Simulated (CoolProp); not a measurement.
Isobutane along the isobar 1.42 MPa: Z from the reference equation and from simpler models built on Tc = 407.8 K, pc = 3.629 MPa, ω = 0.184; each cubic takes its own stable root.

Values from CoolProp's reference Helmholtz-energy equation of state, Bücker 2006.

```json
[
 {"T (K)": "342.8", "phase": "liquid", "reference": "0.05920"},
 {"T (K)": "357.7", "phase": "gas", "reference": "0.7408"},
 {"T (K)": "372.6", "phase": "gas", "reference": "0.7856"},
 {"T (K)": "387.5", "phase": "gas", "reference": "0.8185"},
 {"T (K)": "402.4", "phase": "gas", "reference": "0.8441"},
 {"T (K)": "417.3", "phase": "gas", "reference": "0.8647"},
 {"T (K)": "432.2", "phase": "gas", "reference": "0.8816"},
 {"T (K)": "447.1", "phase": "gas", "reference": "0.8958"},
 {"T (K)": "462", "phase": "gas", "reference": "0.9077"},
 {"T (K)": "477", "phase": "gas", "reference": "0.9181"}
]
```

Problem. How far does each simpler model (van der Waals, Redlich-Kwong, Soave-Redlich-Kwong, Peng-Robinson) lie from the reference over these 10 states: mean and median of the absolute difference, and the worst?

Solution. 
- van der Waals: mean 124.4 %, median 2.0 %, worst +1220.1 % at 342.8 K and 1.42 MPa
- Redlich-Kwong: mean 2.3 %, median 0.5 %, worst +15.2 % at 342.8 K and 1.42 MPa
- Soave-Redlich-Kwong: mean 1.4 %, median 0.1 %, worst +10.9 % at 342.8 K and 1.42 MPa
- Peng-Robinson: mean 1.4 %, median 1.4 %, worst -2.2 % at 342.8 K and 1.42 MPa

At some of these states van der Waals gives the other phase, because its saturation line lies elsewhere.
